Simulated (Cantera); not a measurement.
Feed: 1 mol SiH₂Cl₂, 3 mol NO, 26 mol H₂, at 948.15 K and 8.30 mbar.

Method: chemical equilibrium by Gibbs-energy minimisation in Cantera with the NASA 1993 tables (ideal gas, pure condensed phases). Candidate condensed phases: H₂O, NH₄Cl, Si, SiO₂, Si₂N₂O, Si₃N₄; 47 gas species. Kinetics and transport are ignored.

Q: What is the equilibrium state?

A: x(H₂): 0.847
x(HCl): 0.0678
x(N₂): 0.0508
x(H₂O): 0.0339
x(NH₃): 1.22e-6
n(SiO₂(β-quartz)): 1.00 mol
gas amount: 29.50 mol
log10 activity of Si(s) (absent): -16.40
